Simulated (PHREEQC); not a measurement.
A PHREEQC input (ion-association model, phreeqc.dat):

```
SOLUTION 1
  temp 60
  units mg/kgw
  pH 6.08
  pe -0.2
  Na 0.0267
  K 0.0222
  Ca 0.0658
  Mg 0.000174
  Cl 0.0401
  S(6) 0.151 as S
  Alkalinity 0.048 as HCO3
  F 0.00286
END
USE solution 1
EQUILIBRIUM_PHASES 1
  Quartz 0 0.5
  CO2(g) -2.5 10
END
```

The run finishes without an error or a warning.

Its last state differs from that of the intended input:

```json
[
 {"quantity": "ionic strength (mol/kgw)", "as run": "1.94e-5", "intended": "1.32e-5"},
 {"quantity": "HSO4- (mol/kgw)", "as run": "5.09e-9", "intended": "1.70e-9"},
 {"quantity": "CaSO4 (mol/kgw)", "as run": "1.66e-9", "intended": "5.59e-10"},
 {"quantity": "NaSO4- (mol/kgw)", "as run": "3.27e-11", "intended": "1.09e-11"},
 {"quantity": "KSO4- (mol/kgw)", "as run": "3.17e-11", "intended": "1.06e-11"}
]
```

Task: One thing in the input isn't as intended. What explains the difference?

Result: One answer among several that fit: The fault: sulfate typed 'as S' though the number is for SO4. The line should read `as SO4` where the input has `as S`.
